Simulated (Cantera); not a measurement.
Feed: 1 mol Nb2O5, 0.7 mol H2, at 1448.15 K and 12000 Pa.

Method: chemical equilibrium by Gibbs-energy minimisation in Cantera with the NASA 1993 tables (ideal gas, pure condensed phases). Candidate condensed phases: H2O, Nb, NbO, NbO2, Nb2O5; 12 gas species. Mutual solubility and eutectic melting of coexisting phases are not modelled. Condensed phases not in the tables: the oxides between NbO2 and Nb2O5. The numbers say what is thermodynamically allowed, not how fast it happens.

Base state: H2 0.929, H2O 0.0710, H 2.57e-5 (mole fractions); condensed: NbO2(s) + Nb2O5(s).

### Question
What changes in the equilibrium state with this change: Nb2O5 replaced by Ta2O5?

### Answer
```json
[
 {"species": "H2", "before": "0.929", "after": "1.000"},
 {"species": "H2O", "before": "0.0710", "after": "6.09e-5"},
 {"species": "H", "before": "2.57e-5", "after": "2.67e-5"},
 {"species": "NbO2(s), mol", "before": "0.0993", "after": "0"},
 {"species": "Nb2O5(s), mol", "before": "0.950", "after": "0"},
 {"species": "Ta2O5(s), mol", "before": "0", "after": "1.000"}
]
```
Further candidate phases: Ta, Ta2O5.
